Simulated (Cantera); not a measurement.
An isothermal, constant-pressure homogeneous reactor starts with C2H6 : H2 : N2 = 1 : 15 : 0.044 (molar parts), at 1800 K and 1.00 atm.

Cantera simulation using GRI-Mech 3.0 (53 species, 325 reactions); the numbers are that mechanism's predictions, not measurements. GRI-Mech 3.0 stops at C3 and has no aromatics, soot or wall deposition, so with more carbon than oxygen in the feed, carbon stays in small species such as C2H2 where larger ones or solid carbon would form.

Predict: x(C2H6) at 9.00 s; x(H2) at 9.00 s; x(C2H2) at 9.00 s; x(C2H4) at 9.00 s; x(CH4) at 9.00 s; x(C2H) at 9.00 s.


```
Quantity                                             Value
-----------------  ---------------------------------------
x(C2H6) at 9.00 s  1.33e-6 (gas-phase equilibrium 1.28e-6)
x(H2) at 9.00 s        0.935 (gas-phase equilibrium 0.935)
x(C2H2) at 9.00 s    0.0491 (gas-phase equilibrium 0.0475)
x(C2H4) at 9.00 s  0.00108 (gas-phase equilibrium 0.00105)
x(CH4) at 9.00 s     0.0117 (gas-phase equilibrium 0.0115)
x(C2H) at 9.00 s   1.59e-7 (gas-phase equilibrium 1.54e-7)
```
